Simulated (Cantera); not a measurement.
A closed system holds: 1 mol borazine, 0.61 mol H2O, 8.4 mol H2, at 0.000110 bar.

Cantera equilibrium calculation (NASA polynomials, part measured and part estimated; ideal gas, pure solids and liquids). Candidate condensed phases: B, BN, B2O3, B3O3H3, H2O; 39 gas species. The feed counts by its element totals alone. The tables' values for BH2 are old estimates; treat these amounts as uncertain. Rates play no part.

**Question.** At 1377 °C, list the 6 most abundant gas species with their mole fractions, and the condensed phases.

**Answer.** H2 0.925, HBO 0.0309, N2 0.0239, H 0.00833, BO 0.00592, B2O2 0.00532. Condensed: BN(s).
